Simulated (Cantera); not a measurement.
## Ignition delay

Mixture: CH4 : H2 : O2 : N2 = 1 : 0.078 : 1.07 : 4.04 (molar parts), at 101000 Pa, adiabatic and at constant volume. Ignition delay is the time to a rise of 400 K.

Model: GRI-Mech 3.0 (53 species, 325 reactions), integrated in Cantera.

```json
[
 {"T0 (K)": "1050", "delay (ms)": "158"},
 {"T0 (K)": "1100", "delay (ms)": "88.7"},
 {"T0 (K)": "1150", "delay (ms)": "48.9"},
 {"T0 (K)": "1200", "delay (ms)": "26.8"},
 {"T0 (K)": "1250", "delay (ms)": "14.8"},
 {"T0 (K)": "1300", "delay (ms)": "8.26"},
 {"T0 (K)": "1350", "delay (ms)": "4.68"},
 {"T0 (K)": "1400", "delay (ms)": "2.71"},
 {"T0 (K)": "1450", "delay (ms)": "1.61"},
 {"T0 (K)": "1500", "delay (ms)": "0.982"}
]
```

```
Property                                                Result
--------------------------------------------------  ----------
apparent activation energy between 1400 and 1500 K  180 kJ/mol
```
